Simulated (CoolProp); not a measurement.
Model: reference Helmholtz-energy equation of state, Smukala 2000, in CoolProp.

Task: For ethylene, give the phase and the density (kg/m³), cp (kJ/(kg K)), isothermal compressibility (1/MPa), expansivity (1/kK) at -5.05 °C and 7.05 MPa; 11.05 °C and 7.05 MPa.

Result: 
- -5.05 °C and 7.05 MPa: liquid; density 400, cp 3.37, isothermal compressibility 0.0173, expansivity 7.14
- 11.05 °C and 7.05 MPa: supercritical; density 342, cp 4.66, isothermal compressibility 0.0521, expansivity 14.1
